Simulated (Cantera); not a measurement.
# Carbon deposition, reforming and gasification: CH4 + O2

Feed: 1 mol CH4, 0.0085 mol O2, at 0.100 bar.

These are equilibrium values from Cantera (NASA tables, ideal gas, pure condensed phases), not measurements of a reactor. Candidate condensed phases: C, C6H6, C7H8, C8H18, H2O; 110 gas species. Equilibrium is a limit: real reactors are often held back by kinetics, nucleation or transport.

```
T (°C)  log p H2  log p H  log p CO  log p C2H2 (acetylene)  log p CH4  n C(graphite)
------  --------  -------  --------  ----------------------  ---------  -------------
1025       -1.00    -6.47     -3.07                   -7.26      -4.11          0.981
1125       -1.00    -5.83     -3.07                   -6.61      -4.37          0.982
1225       -1.00    -5.27     -3.07                   -6.06      -4.59          0.982
1325       -1.00    -4.78     -3.07                   -5.57      -4.79          0.983
1425       -1.00    -4.34     -3.07                   -5.15      -4.97          0.982
1525       -1.00    -3.96     -3.07                   -4.77      -5.12          0.982
1625       -1.00    -3.61     -3.07                   -4.43      -5.26          0.981
1725       -1.01    -3.30     -3.08                   -4.13      -5.38          0.980
1825       -1.01    -3.02     -3.08                   -3.85      -5.50          0.977
1925       -1.01    -2.76     -3.08                   -3.61      -5.60          0.973
```
log p: log10 of the partial pressure in bar; n: condensed amount in mol.

From 1025 °C to 1925 °C the condensed part is C(graphite). The main C-bearing gas is CO throughout.
